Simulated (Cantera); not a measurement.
Input: 1 mol Fe2O3, 0.15 mol H2O, 0.34 mol N2, equilibrated at 1330 Pa.

Method: chemical equilibrium by Gibbs-energy minimisation in Cantera with the NASA 1993 tables (ideal gas, pure condensed phases). Candidate condensed phases: Fe, FeO, Fe(OH)2, Fe(OH)3, Fe2O3, Fe3O4, H2O; 27 gas species. Mutual solubility and eutectic melting of coexisting phases are not modelled. Rates play no part.

log p: log10 of the partial pressure in bar; n: condensed amount in mol.

| T (°C) | log p N2 | log p H2O | log p O2 | log p NO | log p OH | log p O | n Fe2O3(s) | n Fe3O4(s) |
|---|---|---|---|---|---|---|---|---|
| 650 | -2.03 | -2.39 | -9.24 | -10.15 | -10.48 | <-13 | 1.00 | 0 |
| 750 | -2.03 | -2.39 | -8.33 | -9.19 | -9.36 | -13.67 | 1.00 | 0 |
| 850 | -2.03 | -2.39 | [?] | [?] | [?] | [?] | 1.00 | 0 |
| 950 | -2.03 | -2.39 | -5.97 | -7.25 | -7.41 | -10.38 | 1.000 | 0.000157 |
| 1050 | -2.03 | -2.39 | [?] | [?] | [?] | [?] | 0.992 | [?] |
| 1150 | -2.06 | -2.41 | -3.16 | -5.30 | -5.74 | -7.45 | 0.836 | 0.109 |
| 1250 | -2.16 | -2.52 | -2.47 | -4.79 | -5.23 | -6.49 | 0 | 0.667 |
| 1350 | -2.16 | -2.52 | -2.47 | -4.60 | -4.88 | -5.96 | 0 | 0.667 |
| 1450 | -2.16 | -2.52 | -2.47 | -4.43 | -4.58 | -5.48 | 0 | 0.667 |

**Question.** Fill in the missing entries.

**Answer.** 
- 850, log p O2: -7.58
- 850, log p NO: -8.40
- 850, log p OH: -8.43
- 850, log p O: -12.15
- 1050, log p O2: -4.45
- 1050, log p NO: -6.19
- 1050, log p OH: -6.50
- 1050, log p O: -8.80
- 1050, n Fe3O4(s): 0.00524
